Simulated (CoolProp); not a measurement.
The numbers come from the reference Helmholtz-energy equation of state, Lemmon 2013 in CoolProp.

For propylene, give the phase and the Z, Joule-Thomson coefficient (K/MPa), isothermal compressibility (1/MPa), expansivity (1/kK) at 531.1 K and 2.92 MPa.


- 531.1 K and 2.92 MPa: gas; Z 0.940, Joule-Thomson coefficient 3.57, isothermal compressibility 0.364, expansivity 2.37
